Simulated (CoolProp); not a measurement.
A single-stage vapour-compression cycle with R125: evaporating at 212.15 K (dew point), condensing at 239.15 K (bubble point), superheat 5 K, subcooling 0 K, compressor efficiency 0.85, no pressure losses. Each further row changes one setting.

Computed with CoolProp (reference Helmholtz-energy equation of state, Lemmon 2005).

```
case                              cooling COP  pressure ratio  discharge temperature (K)  refrigerating effect (kJ/kg)  volumetric capacity (kJ/m³)
--------------------------------  -----------  --------------  -------------------------  ----------------------------  ---------------------------
as stated                                   …            3.76                      255.5                           144                          504
evaporating temperature 217.15 K            …            2.86                          …                           147                            …
condensing temperature 234.15 K          7.47               …                      248.9                           150                          524
subcooling 5 K                           6.18            3.76                      255.5                           150                          524
superheat 15 K                           5.93            3.76                      265.9                           151                            …
compressor efficiency 0.75               5.24            3.76                      259.7                           144                          504
```

Question: What belongs in the gaps?

Answer: 
- as stated, cooling COP: 5.94
- evaporating temperature 217.15 K, cooling COP: 7.63
- evaporating temperature 217.15 K, discharge temperature (K): 252.8
- evaporating temperature 217.15 K, volumetric capacity (kJ/m³): 665
- condensing temperature 234.15 K, pressure ratio: 3.02
- superheat 15 K, volumetric capacity (kJ/m³): 503
